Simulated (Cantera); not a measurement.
Source: NASA polynomial tables (part measured, part estimated), evaluated in Cantera. Values are per mole of reaction as written; species without (g) are pure solids or liquids, kept so even where they would boil at 1 bar.

V₂O₅ = 2 VO₂(g) + O(g)

| T (K) | ΔH° (kJ) | ΔS° (J/K) | ΔG° (kJ) | log10 K | condensed phases |
|---|---|---|---|---|---|
| 300 | 1334.5 | 560.9 | 1166.2 | -203.05 | V₂O₅(s) |
| 1773 | 1196.2 | 411.7 | 466.2 | -13.74 | V₂O₅(l) |
| 1823 | ? | ? | ? | ? | V₂O₅(l) |
| 1873 | ? | ? | ? | ? | V₂O₅(l) |
| 1923 | 1188.0 | 407.2 | 404.8 | -11.00 | V₂O₅(l) |
| 1973 | 1185.2 | 405.8 | 384.5 | -10.18 | V₂O₅(l) |
| 2023 | 1182.5 | 404.5 | 364.2 | -9.40 | V₂O₅(l) |
| 2073 | 1179.7 | 403.1 | 344.1 | -8.67 | V₂O₅(l) |
| 2123 | 1177.0 | 401.8 | 323.9 | -7.97 | V₂O₅(l) |

Task: Fill in the missing entries.

Result: 
- 1823, ΔH° (kJ): 1193.5
- 1823, ΔS° (J/K): 410.2
- 1823, ΔG° (kJ): 445.7
- 1823, log10 K: -12.77
- 1873, ΔH° (kJ): 1190.7
- 1873, ΔS° (J/K): 408.7
- 1873, ΔG° (kJ): 425.2
- 1873, log10 K: -11.86
